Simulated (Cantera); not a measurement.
What does this Cantera script print?

```python
import numpy as np
import cantera as ct

gas = ct.Solution("gri30.yaml")
gas.TPX = 1200, 1400, {'CH4': 0.025, 'H2': 1, 'H': 0.076}
inlet = ct.Reservoir(gas, clone=True)

reactor = ct.IdealGasConstPressureReactor(gas, energy="off", clone=False)
exhaust = ct.Reservoir(gas, clone=True)
tau = [0.65, 0.24, 0.091, 0.034, 0.013, 0.0047, 0.0018][0]
for a, b in ((inlet, reactor), (reactor, exhaust)):
    ct.MassFlowController(a, b, mdot=lambda t: reactor.mass / tau)
net = ct.ReactorNet([reactor])
show = ['CH4', 'H2', 'H', 'C2H6', 'CH3']

rows = []
print(f"{'tau/s':>10s}{'T/K':>9s}" + "".join(f"{s:>11s}" for s in show))
for tau in [0.65, 0.24, 0.091, 0.034, 0.013, 0.0047, 0.0018]:
    net.initial_time = 0.0
    net.advance(30 * tau)
    before = gas.X
    net.advance(40 * tau)
    drift = np.max(np.abs(gas.X - before) / (gas.X + 1e-9))
    rows.append([gas.T, *gas[show].X, drift])
    print(f"{tau:10.3e}{gas.T:9.1f}" + "".join(f"{x:11.3e}" for x in gas[show].X))
```

Output:

```
     tau/s      T/K        CH4         H2          H       C2H6        CH3
 6.500e-01   1200.0  1.951e-02  9.773e-01  1.044e-03  4.349e-05  3.902e-04
 2.400e-01   1200.0  1.986e-02  9.763e-01  1.705e-03  7.088e-05  6.422e-04
 9.100e-02   1200.0  1.987e-02  9.751e-01  2.777e-03  1.103e-04  1.029e-03
 3.400e-02   1200.0  1.947e-02  9.731e-01  4.623e-03  1.643e-04  1.631e-03
 1.300e-02   1200.0  1.868e-02  9.700e-01  7.725e-03  2.251e-04  2.483e-03
 4.700e-03   1200.0  1.747e-02  9.643e-01  1.349e-02  2.788e-04  3.681e-03
 1.800e-03   1200.0  1.629e-02  9.552e-01  2.260e-02  2.915e-04  4.925e-03
```

Detailed kinetics in Cantera: GRI-Mech 3.0 (53 species, 325 reactions). GRI-Mech 3.0 stops at C3 and has no aromatics, soot or wall deposition, so with more carbon than oxygen in the feed, carbon stays in small species such as C2H2 where larger ones or solid carbon would form. Radical loss at walls, strong at low pressure, is not modelled.
